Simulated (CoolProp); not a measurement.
Properties of 1-butene at several states.

Computed with CoolProp (reference Helmholtz-energy equation of state, Lemmon 2005). It is a short technical equation, of lower accuracy than the large ones.

| T (K) | p (kPa) | phase | Z | cp (kJ/(kg K)) | speed of sound (m/s) | isothermal compressibility (1/MPa) | expansivity (1/kK) |
|---|---|---|---|---|---|---|---|
| 291.1 | 35.3 | gas | 0.9896 | 1.506 | 217.1 | 28.63 | 3.564 |
| 143.2 | 573 | liquid | 0.03562 | 1.892 | 1791 | 0.0006063 | 1.398 |
| 366.5 | 26.7 | gas | 0.9964 | 1.790 | 242.6 | 37.59 | 2.761 |
| 171.1 | 48.1 | liquid | 0.002604 | 1.914 | 1611 | 0.0007816 | 1.436 |
| 375.3 | 36.3 | gas | 0.9955 | 1.826 | 245.1 | 27.67 | 2.704 |
| 357.5 | 4980 | liquid | 0.1815 | 2.626 | 633.5 | 0.007137 | 2.975 |
